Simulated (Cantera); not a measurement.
**Ti + O₂ + H₂ (titanium nitride, carbide and oxide coatings)**

A closed system holds: 1 mol Ti, 18 mol O₂, a varied amount of H₂, at 2200 K and 0.133 bar.

Equilibrium computed with Cantera from the NASA thermochemical tables; the gas is ideal and each condensed phase is pure. Candidate condensed phases: H₂O, Ti, TiO, TiO₂, Ti₂O₃, Ti₃O₅, Ti₄O₇; 12 gas species. Gases not in the tables: TiO(OH)₂. Kinetics and transport are ignored.

| n(H₂) (mol) | x H₂O | x O₂ | x H₂ | x OH | n TiO₂(l) |
|---|---|---|---|---|---|
| 4.9 | 0.240 | 0.735 | 0.000875 | 0.0175 | 0.999 |
| 6.3 | 0.299 | 0.674 | 0.00114 | 0.0191 | 0.999 |
| 8.2 | 0.373 | 0.599 | 0.00151 | 0.0207 | 0.999 |
| 11 | 0.471 | 0.499 | 0.00208 | 0.0222 | 0.999 |
| 14 | 0.563 | 0.406 | 0.00276 | 0.0231 | 0.999 |
| 18 | 0.669 | 0.299 | 0.00382 | 0.0233 | 0.999 |
| 23 | 0.781 | 0.187 | 0.00564 | 0.0224 | 0.999 |
| 29 | 0.889 | 0.0779 | 0.00995 | 0.0192 | 0.999 |
| 38 | 0.882 | 0.000669 | 0.107 | 0.00582 | 0.998 |
x: gas mole fraction; n: condensed amount in mol.

From 4.9 mol H₂ to 38 mol H₂ the condensed part is TiO₂(l).
